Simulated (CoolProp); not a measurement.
C3F8 (R218) along the isobar 14.4 bar: density (kg/m³) from the reference equation and from simpler models built on Tc = 345.0 K, pc = 26.40 bar, ω = 0.317; each cubic takes its own stable root.

Model: reference Helmholtz-energy equation of state, Lemmon 2006, in CoolProp. It is a short technical equation, of lower accuracy than the large ones.

| T (K) | phase | reference |
|---|---|---|
| 331.4 | gas | 134.2 |
| 340.5 | gas | 124.6 |
| 349.5 | gas | 117.2 |
| 358.6 | gas | 111.0 |
| 367.6 | gas | 105.8 |
| 376.7 | gas | 101.2 |
| 385.7 | gas | 97.25 |
| 394.8 | gas | 93.66 |
| 403.8 | gas | 90.44 |
| 412.9 | gas | 87.49 |
| 421.9 | gas | 84.80 |
| 431 | gas | 82.30 |
| 440 | gas | 80.00 |

How far does each simpler model (ideal gas, van der Waals, Redlich-Kwong, Soave-Redlich-Kwong, Peng-Robinson) lie from the reference over these 13 states: mean and median of the absolute difference, and the worst?


- ideal gas: mean 14.6 %, median 13.2 %, worst -26.8 % at 331.4 K and 14.4 bar
- van der Waals: mean 1.9 %, median 1.6 %, worst -6.2 % at 331.4 K and 14.4 bar
- Redlich-Kwong: mean 1.4 %, median 1.6 %, worst -1.9 % at 331.4 K and 14.4 bar
- Soave-Redlich-Kwong: mean 0.2 %, median 0.1 %, worst -0.7 % at 331.4 K and 14.4 bar
- Peng-Robinson: mean 1.9 %, median 2.0 %, worst +2.3 % at 349.5 K and 14.4 bar
